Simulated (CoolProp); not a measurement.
Vapour-liquid equilibrium of isohexane (1) + benzene (2) at 424.9 K; x and y are mole fractions of (1).

Model: multi-fluid Helmholtz-energy mixture model, Lemmon 2006 and Thol 2012; pair parameters Bell 2016, in CoolProp.

| x | bubble pressure, mixture model (MPa) | bubble pressure, Raoult's law (MPa) | y, mixture model | y, Raoult's law |
|---|---|---|---|---|
| 0.05 | 0.6401 | 0.6199 | 0.096 | 0.075 |
| 0.125 | 0.6867 | 0.6447 | 0.210 | 0.181 |
| 0.2 | 0.7255 | 0.6694 | 0.302 | 0.279 |
| 0.275 | 0.7584 | 0.6941 | 0.381 | 0.370 |
| 0.35 | 0.7868 | 0.7189 | 0.451 | 0.454 |
| 0.425 | 0.8117 | 0.7436 | 0.516 | 0.533 |
| 0.5 | 0.8338 | 0.7684 | 0.578 | 0.607 |
| 0.575 | 0.8536 | 0.7931 | 0.640 | 0.677 |
| 0.65 | 0.8713 | 0.8178 | 0.701 | 0.742 |
| 0.725 | 0.8872 | 0.8426 | 0.763 | 0.803 |
| 0.8 | 0.9015 | 0.8673 | 0.826 | 0.861 |
| 0.875 | 0.9144 | 0.8921 | 0.890 | 0.915 |
| 0.95 | 0.9261 | 0.9168 | 0.956 | 0.967 |

The largest gap from Raoult's law is +9.4 % in bubble pressure, at x = 0.35. No azeotrope shows between x = 0.05 and 0.95.

The pair parameters rest on a limited set of measurements; away from them the model extrapolates.
